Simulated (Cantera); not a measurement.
Stirred combustor or abatement burner

A perfectly stirred reactor is fed with CH₄ : O₂ : N₂ = 1 : 1.25 : 4.7 (molar parts), at 4.10 bar; it is adiabatic with a 625 K inlet, and is followed from long to short residence time, starting on the burning branch (τ in s: 0.04, 0.02, 0.0098, 0.0048, 0.0024, 0.0012, 0.00059, 0.00029, 0.00014, 7.1e-05, 3.5e-05).

Detailed kinetics in Cantera: GRI-Mech 3.0 (53 species, 325 reactions).

```json
[
 {"τ (s)": "0.040", "T (K)": "2073", "x CH₄": "0.00137", "x O₂": "0.000135", "x H₂O₂": "4.88e-9", "x C₂H₆": "3.08e-7", "x HCO": "8.40e-8"},
 {"τ (s)": "0.020", "T (K)": "2076", "x CH₄": "0.00204", "x O₂": "0.000256", "x H₂O₂": "9.11e-9", "x C₂H₆": "7.56e-7", "x HCO": "1.09e-7"},
 {"τ (s)": "0.0098", "T (K)": "2079", "x CH₄": "0.00289", "x O₂": "0.000485", "x H₂O₂": "1.75e-8", "x C₂H₆": "1.73e-6", "x HCO": "1.55e-7"},
 {"τ (s)": "0.0048", "T (K)": "2080", "x CH₄": "0.00386", "x O₂": "0.000904", "x H₂O₂": "3.36e-8", "x C₂H₆": "3.68e-6", "x HCO": "2.37e-7"},
 {"τ (s)": "0.0024", "T (K)": "2077", "x CH₄": "0.00494", "x O₂": "0.00164", "x H₂O₂": "6.40e-8", "x C₂H₆": "7.39e-6", "x HCO": "3.81e-7"},
 {"τ (s)": "0.0012", "T (K)": "2069", "x CH₄": "0.00623", "x O₂": "0.00294", "x H₂O₂": "1.23e-7", "x C₂H₆": "1.48e-5", "x HCO": "6.42e-7"},
 {"τ (s)": "0.00059", "T (K)": "2047", "x CH₄": "0.00801", "x O₂": "0.00545", "x H₂O₂": "2.49e-7", "x C₂H₆": "3.21e-5", "x HCO": "1.13e-6"},
 {"τ (s)": "0.00029", "T (K)": "1996", "x CH₄": "0.0113", "x O₂": "0.0111", "x H₂O₂": "5.56e-7", "x C₂H₆": "8.65e-5", "x HCO": "2.05e-6"},
 {"τ (s)": "0.00014", "T (K)": "625", "x CH₄": "0.144", "x O₂": "0.180", "x H₂O₂": "<1e-12", "x C₂H₆": "<1e-12", "x HCO": "<1e-12"},
 {"τ (s)": "7.1e-5", "T (K)": "625", "x CH₄": "0.144", "x O₂": "0.180", "x H₂O₂": "<1e-12", "x C₂H₆": "<1e-12", "x HCO": "<1e-12"},
 {"τ (s)": "3.5e-5", "T (K)": "625", "x CH₄": "0.144", "x O₂": "0.180", "x H₂O₂": "<1e-12", "x C₂H₆": "<1e-12", "x HCO": "<1e-12"}
]
```
x: mole fraction; the columns are a selection and need not sum to one.
